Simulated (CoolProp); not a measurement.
Properties of CH3F (R41) along the isobar 4.96 MPa.

Model: reference Helmholtz-energy equation of state, Lemmon 2006, in CoolProp. It is a short technical equation, of lower accuracy than the large ones.

```json
[
 {"T (K)": "259", "phase": "liquid", "density (kg/m³)": "737.6", "cv (kJ/(kg K))": "1.200", "Joule-Thomson coefficient (K/MPa)": "-0.0006906", "isothermal compressibility (1/MPa)": "(withheld)", "fugacity coefficient": "(withheld)"},
 {"T (K)": "282.7", "phase": "liquid", "density (kg/m³)": "660.7", "cv (kJ/(kg K))": "1.210", "Joule-Thomson coefficient (K/MPa)": "(withheld)", "isothermal compressibility (1/MPa)": "0.009762", "fugacity coefficient": "0.4180"},
 {"T (K)": "306.4", "phase": "liquid", "density (kg/m³)": "533.3", "cv (kJ/(kg K))": "1.285", "Joule-Thomson coefficient (K/MPa)": "1.771", "isothermal compressibility (1/MPa)": "0.05263", "fugacity coefficient": "0.6304"},
 {"T (K)": "330.1", "phase": "gas", "density (kg/m³)": "94.60", "cv (kJ/(kg K))": "1.211", "Joule-Thomson coefficient (K/MPa)": "11.57", "isothermal compressibility (1/MPa)": "0.3427", "fugacity coefficient": "(withheld)"},
 {"T (K)": "353.8", "phase": "gas", "density (kg/m³)": "76.80", "cv (kJ/(kg K))": "1.136", "Joule-Thomson coefficient (K/MPa)": "9.809", "isothermal compressibility (1/MPa)": "0.2774", "fugacity coefficient": "0.7859"},
 {"T (K)": "377.6", "phase": "gas", "density (kg/m³)": "66.63", "cv (kJ/(kg K))": "1.126", "Joule-Thomson coefficient (K/MPa)": "8.313", "isothermal compressibility (1/MPa)": "0.2516", "fugacity coefficient": "0.8274"},
 {"T (K)": "401.3", "phase": "gas", "density (kg/m³)": "(withheld)", "cv (kJ/(kg K))": "1.142", "Joule-Thomson coefficient (K/MPa)": "(withheld)", "isothermal compressibility (1/MPa)": "0.2376", "fugacity coefficient": "0.8592"},
 {"T (K)": "425", "phase": "gas", "density (kg/m³)": "54.38", "cv (kJ/(kg K))": "1.171", "Joule-Thomson coefficient (K/MPa)": "6.089", "isothermal compressibility (1/MPa)": "0.2287", "fugacity coefficient": "0.8843"}
]
```

Problem. Some entries are withheld; supply them.

Solution. 
- 259, isothermal compressibility (1/MPa): 0.004695
- 259, fugacity coefficient: 0.2441
- 282.7, Joule-Thomson coefficient (K/MPa): 0.3558
- 330.1, fugacity coefficient: 0.7299
- 401.3, density (kg/m³): 59.65
- 401.3, Joule-Thomson coefficient (K/MPa): 7.089
